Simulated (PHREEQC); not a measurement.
Dissolve 0.29 mol/kgw Na2SO4, 0.085 mol/kgw CaCl2 and 1.5 mol/kgw HCl at 25 °C. Closed to the air; pH follows from the charge balance.

Model: Pitzer model, pitzer.dat, run in PHREEQC.

```json
{
 "pH": "-0.30",
 "ionic_strength": "2.18 mol/kgw",
 "activity_of_water": "0.925",
 "density": "1.058 g/cm³",
 "osmotic_coefficient": "1.114",
 "total_alkalinity": "-1500 meq/kg"
}
```

```
species  molality  activity   log γ
-------  --------  --------  ------
Cl-          1.67     0.955  -0.243
H+           1.28      2.00   0.193
Na+         0.580     0.621   0.030
HSO4-       0.221     0.152  -0.161
Ca+2       0.0850    0.0463  -0.264
SO4-2      0.0693  0.000801  -1.937
```

No solid was allowed to form. The solution is supersaturated, for example in Gypsum, so a real one may precipitate; this is no full list. In brines, pH and single-ion activities rest on the MacInnes convention.
